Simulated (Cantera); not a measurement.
Cantera with NASA thermochemical tables; ideal gases at 1 bar, condensed phases pure. Values are per mole of reaction as written; species without (g) are pure solids or liquids, kept so even where they would boil at 1 bar.

Task: Between 1823 and 2423 K, where is each reaction favourable under standard conditions?
- NiS2 + 3 C2H6(g) ⇌ 2 C3H8(g) + NiS + H2S(g)

Result: 
- NiS2 + 3 C2H6(g) ⇌ 2 C3H8(g) + NiS + H2S(g): ΔG° is -14 kJ at 1823 K and -36 kJ at 2423 K; it stays negative (K > 1). ΔH° is 54 kJ and ΔS° 37 J/K at 2423 K.
